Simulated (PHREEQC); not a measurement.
A solution holds 0.0032 mol NaHCO3, 0.00033 mol Na2CO3 and 0.0015 mol NaCl per kg of water, at 89 °C. Closed to the air; pH follows from the charge balance.

The numbers come from PHREEQC with the ion-association model, wateq4f.dat.

This is a speciation only: nothing precipitates in the calculation.

Estimate the pH.

pH 8.54.

In which forms is C present?

HCO3- 93 %, CO3-2 3.1 %, NaCO3- 3.0 %, CO2 0.6 % of the C.

At this temperature some constants are extrapolated from 25 °C, and those without enthalpy data are left unchanged.
